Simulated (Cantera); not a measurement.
A closed system holds: 1 mol BN, a varied amount of H2O, 2.5 mol H2, equilibrated at 13.3 mbar.

Method: chemical equilibrium by Gibbs-energy minimisation in Cantera with the NASA 1993 tables (ideal gas, pure condensed phases). Candidate condensed phases: B, BN, B2O3, B3O3H3, H2O; 39 gas species. Mutual solubility and eutectic melting of coexisting phases are not modelled. Gases not in the tables: H3BO3. Rates play no part.

Stable condensed phases, one row left out:

```
T in K \ n(H2O) in mol
         1.3 4.6   8  11  15  18  21  25
   2025    A   A   A   A   A   A   A   A
   1925    A   A   A   A   A   A   A   A
   1825    A   A   A   A   A   A   A   A
   1725    B   A   A   A   A   A   A   A
   1525    C   A   A   A   A   A   A   A
   1425    C   D   D   A   A   A   A   A
   1325    C   D   D   D   D   D   D   D
   1225    C   D   D   D   D   D   D   D
```

A: gas only; B: BN; C: BN + B2O3; D: B2O3.

### Question
Give the row for 1625 K.

### Answer
1.3: BN + B2O3; 4.6: gas only; 8: gas only; 11: gas only; 15: gas only; 18: gas only; 21: gas only; 25: gas only.
